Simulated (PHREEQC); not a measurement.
Make-up at 29 °C: 0.001 mol FeSO4, 0.036 mol CuCl2, 0.041 mol HCl and 0.017 mol NaCl per kg of water. Closed to the air; pH follows from the charge balance.

Model: ion-association model, phreeqc.dat, run in PHREEQC.

Each row changes one thing in this solution. No solid was allowed to form.

```tsv
case	pH	ionic strength (mol/kgw)	Cl- (mol/kgw)	Cu+2 (mol/kgw)	CuCl+ (mol/kgw)	CuCl2 (mol/kgw)	SI of Halite (NaCl)
as made	1.49	0.159	0.125	0.0312	0.00443	0.000161	-4.50
NaCl from 0.017 to 0.0034 mol/kgw	1.48	0.146	0.112	0.0315	0.00410	0.000136	-5.24
NaCl from 0.017 to 0.034 mol/kgw	1.49	0.175	0.142	0.0308	0.00481	0.000193	-4.15
CuCl2 from 0.036 to 0.0036 mol/kgw	1.47	0.0707	0.0649	0.00325	0.000301	6.74e-6	-4.73
FeSO4 left out	1.48	0.157	0.125	0.0314	0.00447	0.000163	-4.50
NaCl from 0.017 to 0.17 mol/kgw	1.50	0.305	0.275	0.0282	0.00721	0.000484	-3.21
0.00054 mol/kgw FeCl3 added	1.49	0.161	0.127	0.0312	0.00445	0.000163	-4.50
```

Some of these states are supersaturated (in Hematite (slow to form), Goethite (slow to form), for instance).
